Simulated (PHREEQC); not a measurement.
A solution holds 0.00096 mol HF, 0.053 mol (NH4)2SiF6 and 3.5e-05 mol H3AsO4 per kg of water, at 25 °C. Closed to the air; pH follows from the charge balance.

The numbers come from PHREEQC with the ion-association model, wateq4f.dat.

Each row changes one thing in this solution. This is a speciation only: nothing precipitates in the calculation.

| case | pH | ionic strength (mol/kgw) | F- (mol/kgw) | HF (mol/kgw) | H2AsO4- (mol/kgw) | HF2- (mol/kgw) |
|---|---|---|---|---|---|---|
| as made | 3.03 | 0.160 | 0.00233 | 0.00226 | 3.08e-5 | 2.10e-5 |
| (NH4)2SiF6 left out | ? | ? | 0.000531 | 0.000426 | 3.16e-5 | 8.69e-7 |
| H3AsO4 from 3.5e-05 to 5.25e-05 mol/kgw | 3.03 | 0.160 | 0.00232 | 0.00227 | 4.62e-5 | 2.10e-5 |
| H3AsO4 from 3.5e-05 to 3.15e-05 mol/kgw | 3.03 | 0.160 | 0.00233 | 0.00226 | 2.78e-5 | 2.10e-5 |
| 0.0014 mol/kgw KF added | 3.19 | ? | 0.00311 | 0.00209 | 3.20e-5 | 2.58e-5 |
| HF replaced by KF at the same molality | ? | 0.160 | 0.00302 | 0.00194 | 3.21e-5 | 2.34e-5 |
| diluted 2-fold with water | ? | 0.0798 | 0.00220 | 0.00203 | 1.55e-5 | 1.75e-5 |

**Question.** Complete the blanks.

**Answer.** 
- (NH4)2SiF6 left out, pH: 3.26
- (NH4)2SiF6 left out, ionic strength (mol/kgw): 0.000564
- 0.0014 mol/kgw KF added, ionic strength (mol/kgw): 0.161
- HF replaced by KF at the same molality, pH: 3.21
- diluted 2-fold with water, pH: 3.09

Complexes and solids missing from the database can't appear. Some of these states are supersaturated (in Quartz (slow to form), Chalcedony (slow to form), for instance). SiF6-2 is the database's only silicon fluoride.
